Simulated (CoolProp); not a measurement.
A simple Rankine cycle with n-perfluorohexane: condensing at 318.15 K, boiler at 0.745 MPa, turbine inlet 449 K, turbine efficiency 0.65, pump efficiency 0.6, no recuperator. Each further row changes one setting.

Values from CoolProp's reference Helmholtz-energy equation of state, Gao 2022.

```
case                             thermal efficiency (%)  net work (kJ/kg)  heat in (kJ/kg)  turbine exit temperature (K)  volume ratio over the turbine
-------------------------------  ----------------------  ----------------  ---------------  ----------------------------  -----------------------------
as stated                                           7.4              15.0              203                         426.9                           12.7
condensing temperature 310.15 K                     8.0              17.0              212                         424.7                           17.3
boiler pressure 0.521 MPa                           6.4              13.2              206                         431.3                           8.43
turbine efficiency 0.55                             6.2              12.6              203                         429.4                           12.8
```
